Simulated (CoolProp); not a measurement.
Vapour-liquid equilibrium of cyclohexane (1) + n-octane (2) at 334.6 K; x and y are mole fractions of (1).

The numbers come from the multi-fluid Helmholtz-energy mixture model, Zhou 2014 and Beckmüller 2019; pair parameters Bell 2016 in CoolProp.

```tsv
x	bubble pressure, mixture model (kPa)	bubble pressure, Raoult's law (kPa)	y, mixture model	y, Raoult's law
0.05	13.34	13.33	0.203	0.205
0.125	16.64	16.59	0.410	0.411
0.2	19.95	19.85	0.549	0.550
0.275	23.25	23.11	0.648	0.650
0.35	26.55	26.36	0.723	0.725
0.425	29.82	29.62	0.781	0.783
0.5	33.07	32.88	0.827	0.830
0.575	36.31	36.14	0.865	0.869
0.65	39.53	39.39	0.897	0.901
0.725	42.75	42.65	0.925	0.928
0.8	45.96	45.91	0.949	0.951
0.875	49.18	49.17	0.970	0.972
0.95	52.42	52.42	0.989	0.989
```

The largest gap from Raoult's law is +0.7 % in bubble pressure, at x = 0.35. No azeotrope shows between x = 0.05 and 0.95.

Pair parameters are fitted to limited data, so mixtures are less certain than the pure fluids.
